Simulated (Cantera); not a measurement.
## Formation from one mole of O2

Standard-state values (1 bar) from the NASA 1993 polynomials, evaluated with Cantera. Values are per mole of reaction as written; species without (g) are pure solids or liquids, kept so even where they would boil at 1 bar.

Zr + O2(g) → ZrO2(g)

| T (K) | ΔH° (kJ) | ΔS° (J/K) | ΔG° (kJ) | log10 K | condensed phases |
|---|---|---|---|---|---|
| 550 | -287.9 | 25.6 | -301.9 | 28.67 | Zr(α) |
| 650 | -288.5 | 24.6 | -304.4 | 24.46 | Zr(α) |
| 750 | -289.1 | 23.6 | -306.8 | 21.37 | Zr(α) |
| 850 | -289.9 | 22.7 | -309.2 | 19.00 | Zr(α) |
| 950 | -290.7 | 21.8 | -311.4 | 17.12 | Zr(α) |
| 1050 | -291.7 | 20.8 | -313.5 | 15.60 | Zr(α) |
| 1150 | -296.7 | 16.3 | -315.5 | 14.33 | Zr(β) |
| 1250 | -297.5 | 15.7 | -317.1 | 13.25 | Zr(β) |
| 1350 | -298.3 | 15.1 | -318.6 | 12.33 | Zr(β) |

2 Si + O2(g) → 2 SiO(g)

```
T (K)  ΔH° (kJ)  ΔS° (J/K)  ΔG° (kJ)  log10 K
-----  --------  ---------  --------  -------
550      -204.0      172.9    -299.1    28.40
650      -205.4      170.5    -316.2    25.41
750      -206.9      168.4    -333.2    23.21
850      -208.4      166.5    -349.9    21.50
950      -210.0      164.7    -366.5    20.15
1050     -211.7      163.1    -382.9    19.05
1150     -213.4      161.5    -399.1    18.13
1250     -215.2      160.0    -415.2    17.35
1350     -217.0      158.6    -431.1    16.68
```

V + O2(g) → VO2(g)

| T (K) | ΔH° (kJ) | ΔS° (J/K) | ΔG° (kJ) | log10 K |
|---|---|---|---|---|
| 550 | -234.8 | 25.8 | -249.0 | 23.65 |
| 650 | -235.5 | 24.6 | -251.5 | 20.21 |
| 750 | -236.3 | 23.5 | -253.9 | 17.68 |
| 850 | -237.1 | 22.5 | -256.2 | 15.75 |
| 950 | -237.9 | 21.6 | -258.4 | 14.21 |
| 1050 | -238.9 | 20.6 | -260.5 | 12.96 |
| 1150 | -239.9 | 19.7 | -262.6 | 11.93 |
| 1250 | -241.0 | 18.8 | -264.5 | 11.05 |
| 1350 | -242.2 | 17.9 | -266.3 | 10.30 |

2 B + O2(g) → B2O2(g)

| T (K) | ΔH° (kJ) | ΔS° (J/K) | ΔG° (kJ) | log10 K |
|---|---|---|---|---|
| 550 | -455.8 | 26.6 | -470.4 | 44.68 |
| 650 | -456.2 | 25.9 | -473.1 | 38.02 |
| 750 | -456.7 | 25.2 | -475.6 | 33.12 |
| 850 | -457.3 | 24.5 | -478.1 | 29.38 |
| 950 | -458.0 | 23.8 | -480.5 | 26.42 |
| 1050 | -458.7 | 23.0 | -482.9 | 24.02 |
| 1150 | -459.4 | 22.4 | -485.1 | 22.03 |
| 1250 | -460.2 | 21.7 | -487.3 | 20.36 |
| 1350 | -461.1 | 21.0 | -489.5 | 18.94 |
